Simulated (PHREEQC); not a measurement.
A solution holds 14 mmol/kgw Li2CO3, 0.31 mmol/kgw K2SO4 and 91 mmol/kgw HCl, at 25 °C and 10 atm. Closed to the air; pH follows from the charge balance.

Equilibrium calculation in PHREEQC: ion-association model, phreeqc.dat.

Problem. The ionic strength comes out as 0.0915 mol/kgw. What activity coefficients do Cl-, HSO4-, K+, SO4-2, LiSO4- get?

Solution. Cl- 0.77, HSO4- 0.79, K+ 0.77, SO4-2 0.38, LiSO4- 0.79.

This is a speciation only: nothing precipitates in the calculation. Complexes and solids missing from the database can't appear.
